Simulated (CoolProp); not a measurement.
Properties of CF4 (R14) along the isotherm 211.7 K (Tc = 227.4 K, pc = 3.762 MPa, ω = 0.178).

The numbers come from the reference Helmholtz-energy equation of state, Platzer 1990 in CoolProp. This equation is an older, rougher fit.

```csv
p (MPa),phase,density (kg/m³),cv (kJ/(kg K)),Joule-Thomson coefficient (K/MPa)
0.00595,gas,0.2977,0.4609,12.03
0.0106,gas,0.5306,0.4610,12.04
0.0188,gas,0.9419,0.4611,12.05
0.0335,gas,1.681,0.4612,12.08
0.0595,gas,2.995,0.4615,12.12
0.106,gas,5.364,0.4620,12.19
0.188,gas,9.605,0.4629,12.32
0.335,gas,17.42,0.4649,12.55
0.595,gas,32.00,0.4690,13.00
1.06,gas,61.05,0.4796,13.88
1.88,gas,128.1,0.5144,15.81
```
